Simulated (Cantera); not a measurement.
A freely propagating, adiabatic, planar premixed flame of H₂ : O₂ : N₂ = 1 : 0.602 : 2.27 (molar parts), equivalence ratio 0.83, unburnt at 550 K and 0.730 atm; multicomponent+Soret transport, grid criteria slope 0.08 and curve 0.16, no radiation.

Model: the H2/O2 subset of GRI-Mech 3.0, which has no nitrogen chemistry, integrated in Cantera. Burning velocities carry a grid error of a few per cent, more on coarse grids.

Problem. Predict: laminar burning velocity; thermal thickness; peak x(H₂O₂); peak x(OH); peak x(H).

Solution. 
- laminar burning velocity = 494 cm/s
- thermal thickness = 0.643 mm
- peak x(H₂O₂) = 1.90e-5
- peak x(OH) = 0.0171
- peak x(H) = 0.0438
